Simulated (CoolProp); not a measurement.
Vapour-liquid equilibrium of R1234yf (1) + R152A (2) at 1.62 MPa; x and y are mole fractions of (1).

Computed with CoolProp (multi-fluid Helmholtz-energy mixture model, Lemmon 2022 and Outcalt 1996; pair parameters Bell 2023).

```json
[
 {"x": "0.05", "bubble temperature (K)": "335.6", "y at the bubble point": "0.062", "dew temperature at overall composition x (K)": "335.8", "liquid density (mol/L)": "11.69"},
 {"x": "0.125", "bubble temperature (K)": "334.6", "y at the bubble point": "0.147", "dew temperature at overall composition x (K)": "334.8", "liquid density (mol/L)": "11.34"},
 {"x": "0.2", "bubble temperature (K)": "333.8", "y at the bubble point": "0.226", "dew temperature at overall composition x (K)": "334.0", "liquid density (mol/L)": "11.00"},
 {"x": "0.275", "bubble temperature (K)": "333.1", "y at the bubble point": "0.300", "dew temperature at overall composition x (K)": "333.3", "liquid density (mol/L)": "10.68"},
 {"x": "0.35", "bubble temperature (K)": "332.6", "y at the bubble point": "0.372", "dew temperature at overall composition x (K)": "332.8", "liquid density (mol/L)": "10.37"},
 {"x": "0.425", "bubble temperature (K)": "332.2", "y at the bubble point": "0.442", "dew temperature at overall composition x (K)": "332.3", "liquid density (mol/L)": "10.08"},
 {"x": "0.5", "bubble temperature (K)": "332.0", "y at the bubble point": "0.511", "dew temperature at overall composition x (K)": "332.0", "liquid density (mol/L)": "9.807"},
 {"x": "0.575", "bubble temperature (K)": "331.8", "y at the bubble point": "0.580", "dew temperature at overall composition x (K)": "331.8", "liquid density (mol/L)": "9.546"},
 {"x": "0.65", "bubble temperature (K)": "331.8", "y at the bubble point": "0.651", "dew temperature at overall composition x (K)": "331.8", "liquid density (mol/L)": "9.297"},
 {"x": "0.725", "bubble temperature (K)": "331.8", "y at the bubble point": "0.722", "dew temperature at overall composition x (K)": "331.8", "liquid density (mol/L)": "9.060"},
 {"x": "0.8", "bubble temperature (K)": "331.9", "y at the bubble point": "0.795", "dew temperature at overall composition x (K)": "331.9", "liquid density (mol/L)": "8.833"},
 {"x": "0.875", "bubble temperature (K)": "332.1", "y at the bubble point": "0.870", "dew temperature at overall composition x (K)": "332.1", "liquid density (mol/L)": "8.616"},
 {"x": "0.95", "bubble temperature (K)": "332.4", "y at the bubble point": "0.947", "dew temperature at overall composition x (K)": "332.4", "liquid density (mol/L)": "8.409"}
]
```

y crosses x between x = 0.65 and 0.725: the model has an azeotrope there.

The pair parameters rest on a limited set of measurements; away from them the model extrapolates.
